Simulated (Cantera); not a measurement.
A closed system holds: 1 mol C6H6, 0.037 mol NH3, 3.9 mol H2, 0.037 mol H2O, equilibrated at 2775 K and 10.0 mbar.

These are equilibrium values from Cantera (NASA tables, ideal gas, pure condensed phases), not measurements of a reactor. Candidate condensed phases: C, C6H6, C7H8, C8H18, H2O; 136 gas species. Rates play no part.

Base state: H 0.510, H2 0.464, C2H2 (acetylene) 0.0142, CO 0.00389, C3 0.00231, HCN 0.00217, C2H 0.00189, N2 0.000590 (mole fractions); condensed: C(graphite).

Question: What changes in the equilibrium state with this change: H2O from 0.037 to 0.34 mol?

Answer: 
```csv
species,before,after
H,0.510,0.500
H2,0.464,0.445
CO,0.00389,0.0331
C2H2 (acetylene),0.0142,0.0137
N2,0.000590,0.000536
HNC,0.000338,0.000316
HCN,0.00217,0.00203
CN,0.000196,0.000186
C4H2,0.000181,0.000174
"C(graphite), mol",5.55,5.23
```

Question: What changes in the equilibrium state with this change: temperature from 2775 K to 1950 K?

Answer: 
```tsv
species	before	after
H2	0.464	0.980
H	0.510	0.0113
CO	0.00389	0.00522
C2H2 (acetylene)	0.0142	0.000536
C3	0.00231	<1e-9
C	0.000500	1.01e-9
C2	0.000225	<1e-9
CH	2.28e-5	<1e-9
C5	2.03e-5	<1e-9
C(graphite), mol	5.55	5.95
```
